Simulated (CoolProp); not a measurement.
Model: reference Helmholtz-energy equation of state, Lemmon 2006, in CoolProp. It is a short technical equation, of lower accuracy than the large ones.

Problem. Give the vapour pressure (bar), liquid density (kg/m³), enthalpy of vaporisation (kJ/kg), liquid cp (kJ/(kg K)) of saturated acetone at 83.15, 103.45 °C.

Solution. 
```json
[
 {"T (°C)": "83.15", "p (bar)": "2.36", "liquid density (kg/m³)": "716", "enthalpy of vaporisation (kJ/kg)": "470", "liquid cp (kJ/(kg K))": "2.32"},
 {"T (°C)": "103.45", "p (bar)": "4.06", "liquid density (kg/m³)": "689", "enthalpy of vaporisation (kJ/kg)": "444", "liquid cp (kJ/(kg K))": "2.40"}
]
```
